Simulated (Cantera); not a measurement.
An isothermal plug-flow reactor at 1200 K and 263 Torr (inlet), inlet velocity 3.1 m/s, active area per volume 520 1/m; feed 0.337 % CH4, 7.90 % O2, 91.8 % N2, equivalence ratio 0.085.

Cantera simulation using Deutschmann's 1995 Pt surface mechanism with GRI-Mech 3.0 gas chemistry; the numbers are that mechanism's predictions, not measurements. Catalytic surfaces can have several steady states; this one follows from the mechanism file's or the stated starting coverage. Mass transfer to the wall is taken as infinitely fast.

Predict: x(CH4) at z = 0.0035 m; x(O2) at z = 0.0035 m; x(H2O) at z = 0.0035 m; x(CO2) at z = 0.0035 m; x(CO) at z = 0.0035 m; θ(free Pt) at the exit; θ(O*) at the exit.


```json
{
  "x(CH4) at z = 0.0035 m": "0.00225",
  "x(O2) at z = 0.0035 m": "0.0768",
  "x(H2O) at z = 0.0035 m": "0.00222",
  "x(CO2) at z = 0.0035 m": "0.00111",
  "x(CO) at z = 0.0035 m": "3.77e-6",
  "θ(free Pt) at the exit": "0.514",
  "θ(O*) at the exit": "0.486"
}
```
